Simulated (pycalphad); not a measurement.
Source of the numbers: pycalphad with the COST 507 light-alloy database (1999); pressure 1 atm. The database dates from 1999; later assessments differ in places, in temperatures and in the compounds included. Amounts are mole fractions of atoms.

Give the equilibrium state of Al-7.476Mn-2.151Si (wt.%) at 1050 K.


```
T = 1050.00 K, P = 101325 Pa, N = 1 mol of atoms
G = -49868 J/mol, H = 30361 J/mol, S = 76.41 J/(mol K)  (SER reference)
chemical potentials (J/mol): Al -46918, Mn -115299, Si -62596
phase             fraction      x(Al)      x(Mn)      x(Si)
LIQUID              0.9892     0.9429     0.0361     0.0210
ALMNSI_BETA         0.0108     0.6999     0.2308     0.0693
```

Give the equilibrium state of Al-7.476Mn-2.151Si (wt.%) at 875 K.


```
T = 875.00 K, P = 101325 Pa, N = 1 mol of atoms
G = -37938 J/mol, H = 11308 J/mol, S = 56.28 J/(mol K)  (SER reference)
chemical potentials (J/mol): Al -34430, Mn -120970, Si -43836
phase             fraction      x(Al)      x(Mn)      x(Si)
FCC_A1              0.7904     0.9965     0.0022     0.0013
ALMNSI_ALPHA        0.2096     0.7285     0.1739     0.0975
```

Database names, with the compositions (at.%) that they take in these runs: ALMNSI_BETA: Al 70 Mn 23 Si 7; ALMNSI_ALPHA: Al 73 Mn 17 Si 8-10. FCC_A1 is fcc.
